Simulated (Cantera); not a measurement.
An isothermal, constant-pressure homogeneous reactor starts with CH₃OH : O₂ : N₂ = 0.0031 : 0.003 : 1 (molar parts), equivalence ratio 1.5, at 1425 K and 1000000 Pa.

Cantera simulation using GRI-Mech 3.0 (53 species, 325 reactions); the numbers are that mechanism's predictions, not measurements. GRI-Mech 3.0 was tuned for natural gas; its chemistry of methanol as a main component is partial and can be far from experiment.

x: mole fraction; the columns are a selection and need not sum to one.

```tsv
t (s)	x CH₃OH	x O₂	x NO₂	x HCO	x NO	x H₂O₂
6.00e-6	0.00308	0.00298	<1e-12	3.17e-11	<1e-12	3.68e-10
2.28e-5	0.00306	0.00298	<1e-12	2.89e-10	6.75e-12	?
8.68e-5	0.00291	0.00294	5.72e-12	1.19e-8	6.60e-11	?
0.000330	1.00e-8	0.00131	3.49e-11	3.15e-8	6.59e-8	?
0.00126	2.89e-11	1.01e-6	8.71e-12	2.32e-9	9.40e-7	5.79e-10
0.00478	1.50e-11	2.58e-8	1.20e-12	4.21e-10	8.90e-7	1.87e-11
0.0182	6.48e-12	1.33e-9	<1e-12	9.56e-11	7.88e-7	<1e-12
0.0691	2.09e-12	8.96e-11	<1e-12	2.44e-11	6.56e-7	<1e-12
0.263	<1e-12	5.94e-12	<1e-12	7.68e-12	5.16e-7	<1e-12
1.00	<1e-12	<1e-12	<1e-12	4.19e-12	3.44e-7	<1e-12
```

**Question.** Some entries are withheld; supply them.

**Answer.** 
- 2.28e-5, x H₂O₂: 1.72e-8
- 8.68e-5, x H₂O₂: 5.31e-7
- 0.000330, x H₂O₂: 9.74e-8
